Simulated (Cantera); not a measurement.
A Cantera script and its output.

```python
import numpy as np
import cantera as ct

gas = ct.Solution("gri30.yaml")
gas.TPX = 1273, 31000, {'N2O': 0.12, 'O2': 0.082}
reactor = ct.IdealGasConstPressureReactor(gas, energy="off", clone=False)
net = ct.ReactorNet([reactor])
net.rtol, net.atol = 1e-08, 1e-18
show = ['N2O', 'O2', 'NO', 'NO2', 'O', 'N2']
times = np.geomspace(0.0003, 20, 9)

steps = ct.SolutionArray(gas, extra=["t"])
rows = []
print(f"{'t/s':>10s}{'T/K':>9s}{'P/Pa':>11s}" + "".join(f"{s:>11s}" for s in show))
for t in times:
    while net.time < t:
        t_next = net.step()
        steps.append(gas.state, t=t_next)
    rows.append([np.interp(t, steps.t, y) for y in (steps.T, steps.P, *steps(*show).X.T)])
    print(f"{t:10.3e}{rows[-1][0]:9.1f}{rows[-1][1]:11.4g}" + "".join(f"{x:11.3e}" for x in rows[-1][2:]))
rate = np.gradient(steps.T, steps.t)
print("integrator steps:", len(steps.t))
if steps.T.max() > steps.T[0] + 200:
    print(f"time of steepest temperature rise: {steps.t[rate.argmax()]:.4e} s")
gas.TPX = 1273, 31000, {'N2O': 0.12, 'O2': 0.082}
gas.equilibrate("TP")
print(f"equilibrium (TP): T = {gas.T:.1f} K  " + "  ".join(f"{s} {gas[s].X[0]:.3e}" for s in show))
```

It prints:

```
       t/s      T/K       P/Pa        N2O         O2         NO        NO2          O         N2
 3.000e-04   1273.0    3.1e+04  5.939e-01  4.060e-01  1.537e-05  4.488e-10  5.230e-06  1.104e-04
 1.203e-03   1273.0    3.1e+04  5.934e-01  4.060e-01  6.585e-05  8.144e-09  5.230e-06  4.559e-04
 4.821e-03   1273.0    3.1e+04  5.915e-01  4.064e-01  2.676e-04  1.241e-07  5.228e-06  1.837e-03
 1.932e-02   1273.0    3.1e+04  5.839e-01  4.077e-01  1.067e-03  1.504e-06  5.222e-06  7.318e-03
 7.746e-02   1273.0    3.1e+04  5.545e-01  4.129e-01  4.132e-03  1.081e-05  5.190e-06  2.840e-02
 3.105e-01   1273.0    3.1e+04  4.542e-01  4.307e-01  1.453e-02  4.510e-05  5.050e-06  1.006e-01
 1.245e+00   1273.0    3.1e+04  2.222e-01  4.722e-01  3.762e-02  1.235e-04  4.387e-06  2.678e-01
 4.989e+00   1273.0    3.1e+04  2.695e-02  5.092e-01  5.300e-02  2.021e-04  1.640e-06  4.107e-01
 2.000e+01   1273.0    3.1e+04  9.889e-05  5.150e-01  5.303e-02  5.449e-04  1.454e-07  4.313e-01
integrator steps: 892
equilibrium (TP): T = 1273.0 K  N2O 1.161e-08  O2 5.418e-01  NO 4.072e-04  NO2 4.407e-06  O 1.431e-07  N2 4.578e-01
```

Computed with Cantera and GRI-Mech 3.0 (53 species, 325 reactions). GRI-Mech 3.0 was tuned for natural gas; its chemistry of N2O as a main component is partial and can be far from experiment. The mechanism lacks the step 2 NO + O2 → 2 NO2, which can matter for NO2 below about 1400 K. The temperature is held fixed by assumption; the heat of reaction is taken as removed at once.
